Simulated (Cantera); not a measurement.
MgO + SO3 + N2 (roasting and sulfation)

A closed system holds: 1 mol MgO, 0.17 mol SO3, 39 mol N2, held at 63000 Pa.

These are equilibrium values from Cantera (NASA tables, ideal gas, pure condensed phases), not measurements of a reactor. Candidate condensed phases: Mg, MgO, MgS, MgSO4, S; 22 gas species. Rates play no part.

At 727 °C the condensed part is MgO(s) + MgSO4(s). From 827 °C to 1527 °C the condensed part is MgO(s).

```tsv
T (°C)	log p N2	log p SO2	log p O2	log p NO	log p SO3	log p O	log p SO	n MgO(s)	n MgSO4(s)
727	-0.20	-3.60	-3.90	-6.17	-5.29	-11.75	<-12	0.846	0.154
827	-0.20	-2.57	-2.88	-5.22	-4.22	-10.04	-11.42	1.00	0
927	-0.20	-2.57	-2.87	-4.86	-4.59	-9.04	-10.22	1.00	0
1027	-0.20	-2.57	-2.87	-4.55	-4.92	-8.19	-9.20	1.00	0
1127	-0.20	-2.57	-2.87	-4.29	-5.19	-7.46	-8.33	1.00	0
1227	-0.20	-2.56	-2.88	-4.06	-5.43	-6.83	-7.58	1.00	0
1327	-0.20	-2.56	-2.89	-3.87	-5.64	-6.28	-6.92	1.00	0
1427	-0.20	-2.56	-2.90	-3.70	-5.83	-5.80	-6.33	1.00	0
1527	-0.20	-2.56	-2.91	-3.55	-6.00	-5.37	-5.81	1.00	0
```
log p: log10 of the partial pressure in bar; n: condensed amount in mol.
